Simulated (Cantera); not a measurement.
Cantera run, input and output.

```python
import numpy as np
import cantera as ct

gas = ct.Solution("gri30.yaml")
gas.TPX = 925, 3500, {'H2': 0.094, 'O2': 1}
reactor = ct.IdealGasConstPressureReactor(gas, energy="off", clone=False)
net = ct.ReactorNet([reactor])
net.rtol, net.atol = 1e-08, 1e-18
show = ['H2', 'O2', 'OH', 'H2O2', 'H2O', 'O']
times = np.geomspace(3e-05, 20, 9)

steps = ct.SolutionArray(gas, extra=["t"])
rows = []
print(f"{'t/s':>10s}{'T/K':>9s}{'P/Pa':>11s}" + "".join(f"{s:>11s}" for s in show))
for t in times:
    while net.time < t:
        t_next = net.step()
        steps.append(gas.state, t=t_next)
    rows.append([np.interp(t, steps.t, y) for y in (steps.T, steps.P, *steps(*show).X.T)])
    print(f"{t:10.3e}{rows[-1][0]:9.1f}{rows[-1][1]:11.4g}" + "".join(f"{x:11.3e}" for x in rows[-1][2:]))
rate = np.gradient(steps.T, steps.t)
print("integrator steps:", len(steps.t))
if steps.T.max() > steps.T[0] + 200:
    print(f"time of steepest temperature rise: {steps.t[rate.argmax()]:.4e} s")
gas.TPX = 925, 3500, {'H2': 0.094, 'O2': 1}
gas.equilibrate("TP")
print(f"equilibrium (TP): T = {gas.T:.1f} K  " + "  ".join(f"{s} {gas[s].X[0]:.3e}" for s in show))
```

Output:

```
       t/s      T/K       P/Pa         H2         O2         OH       H2O2        H2O          O
 3.000e-05    925.0       3500  8.592e-02  9.141e-01  7.024e-13  8.484e-17  3.034e-13  9.097e-13
 1.604e-04    925.0       3500  8.592e-02  9.141e-01  9.667e-12  2.506e-15  2.373e-11  2.134e-11
 8.572e-04    925.0       3500  8.592e-02  9.141e-01  1.347e-09  1.380e-13  8.075e-09  3.695e-09
 4.582e-03    925.0       3500  1.061e-02  8.985e-01  2.430e-03  1.286e-06  7.173e-02  7.290e-03
 2.449e-02    925.0       3500  3.378e-04  9.100e-01  1.053e-04  3.793e-07  8.936e-02  1.492e-04
 1.309e-01    925.0       3500  3.111e-05  9.102e-01  2.658e-05  1.185e-07  8.973e-02  1.080e-05
 6.999e-01    925.0       3500  1.185e-06  9.102e-01  7.262e-06  2.800e-08  8.978e-02  6.556e-07
 3.741e+00    925.0       3500  1.368e-08  9.102e-01  2.133e-06  5.477e-09  8.978e-02  5.465e-08
 2.000e+01    925.0       3500  4.466e-10  9.102e-01  7.861e-07  1.141e-09  8.978e-02  7.516e-09
integrator steps: 1570
equilibrium (TP): T = 925.0 K  H2 3.956e-12  O2 9.102e-01  OH 7.478e-08  H2O2 1.600e-11  H2O 8.978e-02  O 6.876e-11
```

Cantera simulation using GRI-Mech 3.0 (53 species, 325 reactions); the numbers are that mechanism's predictions, not measurements. Radical loss at walls, strong at low pressure, is not modelled. Below about 950 K walls govern HO2 and H2O2 in real vessels. The temperature is held fixed by assumption; the heat of reaction is taken as removed at once.
